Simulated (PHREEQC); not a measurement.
Dissolve 0.098 mol/kgw NaH2PO4 and 0.42 mol/kgw Na2CO3 at 25 °C. Closed to the air; pH follows from the charge balance.

Model: ion-association model, phreeqc.dat, run in PHREEQC.

No solid was allowed to form.

Task: Predict the pH, density.

Result: pH 9.83; density 1.047 g/cm³.

Task: In which forms is Na present?

Result: Na+ 73 %, NaCO3- 24 %, NaHPO4- 2.1 %, NaHCO3 1.4 % of the Na.

Ionic strength above about 0.7 mol/kgw puts this run outside the model's range.
